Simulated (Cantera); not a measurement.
Feed: 1 mol BCl₃, 2.2 mol H₂, equilibrated at 527 °C and 10.0 mbar.

Method: chemical equilibrium by Gibbs-energy minimisation in Cantera with the NASA 1993 tables (ideal gas, pure condensed phases). Candidate condensed phases: B; 13 gas species. Gases not in the tables: BHCl₂. Kinetics and transport are ignored.

Base state: H₂ 0.659, BCl₃ 0.295, HCl 0.0464 (mole fractions); condensed: B(s).

Problem. What changes in the equilibrium state with this change: BCl₃ replaced by B?

Solution. 
```csv
species,before,after
H₂,0.659,1.00
BCl₃,0.295,0
HCl,0.0464,0
"B(s), mol",0.0499,1.00
```
